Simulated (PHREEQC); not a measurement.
Dissolve 0.00052 mol/kgw H2SeO4, 0.00035 mol/kgw HNO3 and 0.0014 mol/kgw CsBr at 25 °C. Closed to the air; pH follows from the charge balance.

Model: ion-association model, wateq4f.dat, run in PHREEQC.

This is a speciation only: nothing precipitates in the calculation.

Problem. What pH does the model give?

Solution. pH 2.89.

Problem. In which forms is Se present?

Solution. SeO4-2 95 %, HSeO4- 4.7 % of the Se.

Species that the database lacks are ignored.
